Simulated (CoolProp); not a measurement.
A single-stage vapour-compression cycle with the fluid: evaporating at 216.15 K (dew point), condensing at 246.15 K (bubble point), superheat 5 K, subcooling 8 K, compressor efficiency 0.75, no pressure losses. The same conditions are run with several fluids, on thermodynamics alone (safety and materials aside).

Computed with CoolProp (reference Helmholtz-energy equation of state of each fluid (propylene: Lemmon 2013; R134a: Tillner-Roth 1994; R404A: Lemmon 2003; C2F6 (R116): Lemmon 2006; ethylene: Smukala 2000; R410A: Lemmon 2003)). Blends and air are pseudo-pure fits.

Problem. Rank propylene, R134a, R404A, C2F6 (R116), ethylene, R410A by cooling COP, highest first.

Solution. R134a (5.07), propylene (5.03), R410A (4.94), R404A (4.89), C2F6 (R116) (4.80), ethylene (4.55)

| fluid | pressure ratio | discharge temperature (K) | refrigerating effect (kJ/kg) | volumetric capacity (kJ/m³) |
|---|---|---|---|---|
| propylene | 3.66 | 283.1 | 407 | 618 |
| R134a | 5.04 | 279.0 | 212 | 230 |
| R404A | 4.18 | 273.3 | 183 | 562 |
| C2F6 (R116) | 3.03 | 256.0 | 87.6 | 1990 |
| ethylene | 2.51 | 285.7 | 347 | 5120 |
| R410A | 4.05 | 291.9 | 251 | 773 |
